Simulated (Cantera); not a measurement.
Input: 1 mol SiCl₄, 0.38 mol N₂O, 110 mol N₂, 0.23 mol O₂, held at 64000 Pa.

Method: chemical equilibrium by Gibbs-energy minimisation in Cantera with the NASA 1993 tables (ideal gas, pure condensed phases). Candidate condensed phases: Si, SiO₂, Si₂N₂O, Si₃N₄; 23 gas species. The tables hold silica as quartz up to 1696 K and as liquid above; real silica turns to tridymite and cristobalite and melts near 1996 K. Rates play no part.

Problem. Which condensed phases are stable at each of these points (T (°C)): 450, 550, 650, 750, 850, 950, 1050, 1150, 1250, 1350, 1450, 1550?

Solution. 
```json
[
 {"T (°C)": "450", "condensed phases": "SiO₂(α-quartz)", "Si condensed (%)": "42.0"},
 {"T (°C)": "550", "condensed phases": "SiO₂(α-quartz)", "Si condensed (%)": "42.0"},
 {"T (°C)": "650", "condensed phases": "SiO₂(β-quartz)", "Si condensed (%)": "42.0"},
 {"T (°C)": "750", "condensed phases": "SiO₂(β-quartz)", "Si condensed (%)": "42.0"},
 {"T (°C)": "850", "condensed phases": "SiO₂(β-quartz)", "Si condensed (%)": "42.0"},
 {"T (°C)": "950", "condensed phases": "SiO₂(β-quartz)", "Si condensed (%)": "42.0"},
 {"T (°C)": "1050", "condensed phases": "SiO₂(β-quartz)", "Si condensed (%)": "42.0"},
 {"T (°C)": "1150", "condensed phases": "SiO₂(β-quartz)", "Si condensed (%)": "42.0"},
 {"T (°C)": "1250", "condensed phases": "SiO₂(β-quartz)", "Si condensed (%)": "42.0"},
 {"T (°C)": "1350", "condensed phases": "SiO₂(β-quartz)", "Si condensed (%)": "42.0"},
 {"T (°C)": "1450", "condensed phases": "SiO₂(condensed)", "Si condensed (%)": "42.0"},
 {"T (°C)": "1550", "condensed phases": "SiO₂(condensed)", "Si condensed (%)": "42.0"}
]
```

From 450 °C to 550 °C the condensed part is SiO₂(α-quartz). From 650 °C to 1350 °C the condensed part is SiO₂(β-quartz). From 1450 °C to 1550 °C the condensed part is SiO₂(condensed).
